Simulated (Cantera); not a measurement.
An isothermal, constant-pressure homogeneous reactor starts with NO : N₂ = 1 : 1.8 (molar parts), at 1550 K and 100.0 Torr. Integrator tolerance rtol = 1e-08.

Cantera simulation using GRI-Mech 3.0 (53 species, 325 reactions); the numbers are that mechanism's predictions, not measurements.

Question: What does this change do: temperature 1550 to 1950 K?

Answer: 
```json
[
 {"quantity": "x(NO) at 20.0 s", "before": "0.346 (gas-phase equilibrium 0.00146)", "after": "0.0280 (gas-phase equilibrium 0.00621)"},
 {"quantity": "x(NO₂) at 20.0 s", "before": "0.000107 (gas-phase equilibrium 2.26e-6)", "after": "1.69e-5 (gas-phase equilibrium 3.89e-6)"},
 {"quantity": "x(N₂) at 20.0 s", "before": "0.649 (gas-phase equilibrium 0.821)", "after": "0.807 (gas-phase equilibrium 0.818)"},
 {"quantity": "x(O) at 20.0 s", "before": "2.03e-6 (gas-phase equilibrium 9.10e-6)", "after": "0.000505 (gas-phase equilibrium 0.000520)"},
 {"quantity": "x(O₂) at 20.0 s", "before": "0.00569 (gas-phase equilibrium 0.178)", "after": "0.164 (gas-phase equilibrium 0.175)"},
 {"quantity": "x(N₂O) at 20.0 s", "before": "3.97e-5 (gas-phase equilibrium 3.30e-8)", "after": "3.90e-7 (gas-phase equilibrium 1.31e-7)"}
]
```
